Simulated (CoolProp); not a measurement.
Vapour-liquid equilibrium of isohexane (1) + benzene (2) at 0.0824 MPa; x and y are mole fractions of (1).

The numbers come from the multi-fluid Helmholtz-energy mixture model, Lemmon 2006 and Thol 2012; pair parameters Bell 2016 in CoolProp.

**Question.** Give the bubble temperature and the first vapour's composition at x = 0.5, 0.8, 0.95. Is there an azeotrope?

**Answer.** x = 0.5: 58.5 °C, y = 0.641; x = 0.8: 55.4 °C, y = 0.848; x = 0.95: 54.2 °C, y = 0.961. No azeotrope shows between x = 0.05 and 0.95.

Pair parameters are fitted to limited data, so mixtures are less certain than the pure fluids.
